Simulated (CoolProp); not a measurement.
R1233zd(E) along the isotherm 450 K: fugacity coefficient from the reference equation and from simpler models built on Tc = 438.9 K, pc = 3.583 MPa, ω = 0.304; each cubic takes its own stable root.

The numbers come from the reference Helmholtz-energy equation of state, Akasaka 2022 in CoolProp.

| p (MPa) | phase | reference |
|---|---|---|
| 2.24 | gas | 0.8034 |
| 4.48 | supercritical | 0.6029 |
| 6.72 | supercritical | 0.4483 |
| 8.96 | supercritical | 0.3698 |
| 11.2 | supercritical | 0.3237 |
| 13.4 | supercritical | 0.2945 |
| 15.7 | supercritical | 0.2740 |
| 17.9 | supercritical | 0.2604 |

Question: How far does each simpler model (Redlich-Kwong, Soave-Redlich-Kwong) lie from the reference over these 8 states: mean and median of the absolute difference, and the worst?

Answer: 
- Redlich-Kwong: mean 4.8 %, median 5.2 %, worst +8.7 % at 450 K and 17.9 MPa
- Soave-Redlich-Kwong: mean 6.9 %, median 7.6 %, worst +11.5 % at 450 K and 17.9 MPa
